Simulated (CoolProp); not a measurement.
Tetrahydrofuran at 338.7 K and 0.0656 MPa is throttled through a valve to 0.0393 MPa with no heat exchange. Each further row changes one setting.

The numbers come from the reference Helmholtz-energy equation of state, Fiedler 2023 in CoolProp.

```csv
case,temperature change (K),final density (kg/m³)
as stated,(withheld),1.02
outlet pressure 0.0118 MPa,(withheld),0.304
outlet pressure 0.0511 MPa,(withheld),(withheld)
```

Task: What belongs in the gaps?

Result: 
- as stated, temperature change (K): -0.7
- outlet pressure 0.0118 MPa, temperature change (K): -1.4
- outlet pressure 0.0511 MPa, temperature change (K): -0.4
- outlet pressure 0.0511 MPa, final density (kg/m³): 1.33
